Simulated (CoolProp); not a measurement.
A single-stage vapour-compression cycle with R143a: evaporating at 275.15 K (dew point), condensing at 317.15 K (bubble point), superheat 8 K, subcooling 2 K, compressor efficiency 0.85, no pressure losses. Each further row changes one setting.

Model: reference Helmholtz-energy equation of state, Lemmon and Jacobsen 2000, in CoolProp.

```tsv
case	cooling COP	pressure ratio	discharge temperature (K)	refrigerating effect (kJ/kg)	volumetric capacity (kJ/m³)
as stated	4.11	3.05	334.3	129	3560
evaporating temperature 280.15 K	4.88	2.63	333.1	132	4230
condensing temperature 312.15 K	4.90	2.71	328.4	138	3810
subcooling 7 K	4.40	3.05	334.3	138	3820
superheat 18 K	4.18	3.05	343.8	140	3640
compressor efficiency 0.75	3.63	3.05	337.4	129	3560
```
